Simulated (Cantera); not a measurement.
Cantera run:

```python
import numpy as np
import cantera as ct

gas_names = """
    Cu CuF CuF2 Cu2 F F2 H HF H2 H2F2 H3F3 H4F4 H5F5 H6F6 H7F7
""".split()
cond_names = """
    Cu(cr) Cu(L) CuF2(s) CuF2(L)
""".split()


# ... load() reads the species with a 1 bar reference pressure and builds the phases ...
atoms = {
    'Cu': {'Cu': 1},
    'HF': {'H': 1, 'F': 1},
}
top_T = {}  # K; cautious upper limits of use, not melting points


# ... equilibrate(T, P, feed) seeds the gas with the atoms and calls Mixture.equilibrate('TP', solver="vcs", rtol=1e-11, max_steps=5000) ...
results = []
feed = {'Cu': 1, 'HF': 19}  # mol
P = 59000  # Pa
for T in [900, 975, 1050, 1125, 1200, 1275, 1350, 1425]:
    mix = equilibrate(T, P, feed)
    results.append((T, P, feed, dict(zip(mix.species_names, mix.species_moles))))

top = {s: max(r[3][s] / sum(r[3][g] for g in gas_names) for r in results) for s in gas_names}
cols = sorted((s for s in top if top[s] > 1e-06), key=lambda s: -top[s])[:8]
seen = [c for c in cond_names if any(r[3].get(c, 0) > 1e-12 for r in results)]
print("log10 of partial pressures in bar; condensed amounts in mol")
print(f"{'T/K':>10s}" + "".join(f"{s[:9]:>10s}" for s in cols + seen))
for T, P, feed, n in results:
    ng = sum(n[g] for g in gas_names)
    print(f"{T:10.4g}" + "".join(f"{np.log10(max(n[s] / ng * P / 1e5, 1e-99)):10.3f}" for s in cols)
          + "".join(f"{n.get(c, 0):10.4g}" for c in seen))
```

It prints:

```
log10 of partial pressures in bar; condensed amounts in mol
       T/K        HF       CuF        H2      H2F2        Cu      CuF2    Cu(cr)     Cu(L)
       900    -0.229    -7.257    -7.485    -4.694   -12.744    -8.291         1         0
       975    -0.229    -6.482    -6.743    -4.824   -11.254    -7.796         1         0
      1050    -0.229    -5.823    -6.100    -4.935    -9.978    -7.379         1         0
      1125    -0.229    -5.254    -5.541    -5.030    -8.874    -7.021    0.9998         0
      1200    -0.229    -4.759    -5.050    -5.112    -7.911    -6.710    0.9994         0
      1275    -0.229    -4.323    -4.618    -5.184    -7.063    -6.435    0.9985         0
      1350    -0.229    -3.937    -4.234    -5.246    -6.310    -6.192    0.9962         0
      1425    -0.229    -3.609    -3.907    -5.302    -5.663    -5.983         0     0.992
```

Method: chemical equilibrium by Gibbs-energy minimisation in Cantera with the NASA 1993 tables (ideal gas, pure condensed phases).
